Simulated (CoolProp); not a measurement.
Saturation properties of propylene (Tc = 364.2 K, pc = 4.555 MPa, ω = 0.146).

Model: reference Helmholtz-energy equation of state, Lemmon 2013, in CoolProp.

| T (K) | p (MPa) | liquid density (kg/m³) | vapour density (kg/m³) | vapour viscosity (µPa s) | liquid conductivity (mW/(m K)) |
|---|---|---|---|---|---|
| 188 | 0.01238 | 654.7 | 0.3358 | 5.32 | 161 |
| 208.7 | 0.04392 | 630.5 | 1.086 | ? | ? |
| 229.5 | 0.1209 | 605.1 | 2.781 | 6.46 | 144 |
| 250.3 | 0.2761 | 578.2 | 6.022 | 7.06 | ? |
| 271 | ? | 549.3 | 11.58 | 7.74 | 125 |
| 291.8 | ? | 517.0 | 20.65 | 8.59 | 114 |
| 312.6 | 1.628 | 479.7 | 35.18 | 9.76 | ? |
| 333.3 | 2.536 | 433.3 | 59.21 | 11.6 | 92.6 |
| 354.1 | 3.787 | 362.2 | ? | 15.4 | 81.1 |

Task: Some entries are withheld; supply them.

Result: 
- 208.7, vapour viscosity (µPa s): 5.89
- 208.7, liquid conductivity (mW/(m K)): 153
- 250.3, liquid conductivity (mW/(m K)): 135
- 271, p (MPa): 0.5475
- 291.8, p (MPa): 0.9821
- 312.6, liquid conductivity (mW/(m K)): 104
- 354.1, vapour density (kg/m³): 108.1

It boils at 225.5 K under 1 atm.

Viscosity comes from a separate model (Huber 2003), an estimate that may be off by 10 % or more. Thermal conductivity comes from a separate model (Huber 2003), an estimate that may be off by 10 % or more.
